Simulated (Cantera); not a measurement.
Cantera run:

```python
import numpy as np
import cantera as ct

gas_names = [...]  # 109 gases of nasa_gas.yaml made of C, Cl, H, Si
cond_names = """
    C(gr) C6H6(L) C7H8(L) C8H18(L),n-octa Si(cr) Si(L) SiC(b)
""".split()


# ... load() reads the species with a 1 bar reference pressure and builds the phases ...
atoms = {
    'SiCl4': {'Si': 1, 'CL': 4},
    'CH4': {'C': 1, 'H': 4},
    'H2': {'H': 2},
}
top_T = {'C(gr)': 4500, 'SiC(b)': 3050}  # K; cautious upper limits of use, not melting points


# ... equilibrate(T, P, feed) seeds the gas with the atoms and calls Mixture.equilibrate('TP', solver="vcs", rtol=1e-11, max_steps=5000) ...
results = []
feed = {'SiCl4': 1, 'CH4': 0.023, 'H2': 140}  # mol
T = 1675  # K
P = 270  # Pa
mix = equilibrate(T, P, feed)
results.append((T, P, feed, dict(zip(mix.species_names, mix.species_moles))))
x = sorted(zip(gas.X, gas.species_names), reverse=True)
print(f"T = {T:g} K  P = {P:g} Pa  gas = {mix.phase_moles(0):.4g} mol")
print("   x: " + "  ".join(f"{s} {v:.3e}" for v, s in x if v > 0.0001))
print("   condensed (mol): " + ("  ".join(f"{mix.phase(i).name} {mix.phase_moles(i):.4g}"
      for i in range(1, mix.n_phases) if mix.phase_moles(i) > 1e-12) or "none"))
```

Output:

```
T = 1675 K  P = 270 Pa  gas = 142.2 mol
   x: H2 9.716e-01  HCL 2.382e-02  H 2.203e-03  SiCL2 2.107e-03  Si 1.607e-04
   condensed (mol): Si(cr) 0.6447  SiC(b) 0.02287
```

Cantera equilibrium calculation (NASA polynomials, part measured and part estimated; ideal gas, pure solids and liquids). Mutual solubility and eutectic melting of coexisting phases are not modelled. The tables' values for SiCl are old estimates; treat these amounts as uncertain. Gases not in the tables: Si2H6 and higher silanes.
